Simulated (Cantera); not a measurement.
A perfectly stirred reactor is fed with NH3 : H2 = 1 : 8.9 (molar parts), at 1330 Pa; it is held at 1750 K, and followed from long to short residence time.

Detailed kinetics in Cantera: the gas-phase N/H chemistry of the illustrative SiF4/NH3 mechanism in the Surface Chemkin manual (1991). Walls and surfaces, which speed up NH3 decomposition in real reactors, are not modelled.

What does this change do: NH3 1 to 0.33 parts?


| quantity | before | after |
|---|---|---|
| x(NH3) at τ = 15.0 s | 0.0719 | 0.0272 |
| x(H2) at τ = 15.0 s | 0.914 | 0.968 |
| x(H) at τ = 15.0 s | 0.000365 | 0.000508 |
| x(NH) at τ = 15.0 s | 1.56e-6 | 1.03e-6 |
| x(NH2) at τ = 15.0 s | 7.48e-5 | 3.72e-5 |
| x(NH3) at τ = 0.240 s | 0.101 | 0.0357 |
| x(H2) at τ = 0.240 s | 0.899 | 0.964 |
| x(H) at τ = 0.240 s | 0.000200 | 0.000111 |
| x(NH) at τ = 0.240 s | 6.80e-7 | 6.55e-8 |
| x(NH2) at τ = 0.240 s | 5.83e-5 | 1.07e-5 |

What does this change do: pressure from 1330 Pa to 32000 Pa?


| quantity | before | after |
|---|---|---|
| x(NH3) at τ = 15.0 s | 0.0719 | 0.0301 |
| x(H2) at τ = 15.0 s | 0.914 | 0.937 |
| x(H) at τ = 15.0 s | 0.000365 | 0.000306 |
| x(NH) at τ = 15.0 s | 1.56e-6 | 4.41e-7 |
| x(NH2) at τ = 15.0 s | 7.48e-5 | 2.56e-5 |
| x(NH3) at τ = 0.240 s | 0.101 | 0.0956 |
| x(H2) at τ = 0.240 s | 0.899 | 0.902 |
| x(H) at τ = 0.240 s | 0.000200 | 0.000221 |
| x(NH) at τ = 0.240 s | 6.80e-7 | 7.88e-7 |
| x(NH2) at τ = 0.240 s | 5.83e-5 | 6.11e-5 |
